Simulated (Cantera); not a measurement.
## Thermodynamics of nitride etching, feed Si3N4 + HF + H2

Feed: 1 mol Si3N4, 10 mol HF, 7.5 mol H2.

These are equilibrium values from Cantera (NASA tables, ideal gas, pure condensed phases), not measurements of a reactor. Candidate condensed phases: Si, Si3N4; 37 gas species. The tables' values for SiF2, SiF3 are old estimates. Rates play no part.

Stable condensed phases:

```
T in K \ P in Pa
              1    3.6     13     46    170    600   2200   7700  28000 100000
   2025       A      A      A      A      A      A      A      A      A      A
   1925       A      A      A      A      A      A      A      A      A      A
   1825       A      A      A      A      A      A      A      A      A      B
   1725       A      A      A      A      A      A      A      B      B      B
   1625       A      A      A      A      A      A      B      B      B      B
   1525       A      A      A      A      B      B      B      B      B      B
   1425       A      A      A      B      B      B      B      B      B      B
   1325       A      B      B      B      B      B      B      B      B      B
   1225       B      B      B      B      B      B      B      B      B      B
   1125       B      B      B      B      B      B      B      B      B      B
   1025       B      B      B      B      B      B      B      B      B      B
    925       B      B      B      B      B      B      B      B      B      B
```

A: gas only; B: Si3N4.
